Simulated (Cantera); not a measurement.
## Thermodynamics of hydrogen reduction and annealing atmospheres, feed FeS2 + H2 + N2

Charge: 1 mol FeS2, 8.1 mol H2, 1.3 mol N2, at 1900 K and 6.80 mbar.

These are equilibrium values from Cantera (NASA tables, ideal gas, pure condensed phases), not measurements of a reactor. Candidate condensed phases: Fe, FeS, FeS2, S; 16 gas species. Kinetics and transport are ignored.

- x(H2) = 0.742
- x(N2) = 0.123
- x(S2) = 0.0783
- x(Fe) = 0.0164
- x(SH) = 0.0136
- x(H2S) = 0.0135
- x(H) = 0.00829
- x(S) = 0.00542
- x(SN) = 1.56e-6
- n(Fe(l)) = 0.827 mol
- gas amount = 10.57 mol
- log10 activity of S(l) (absent) = -3.16
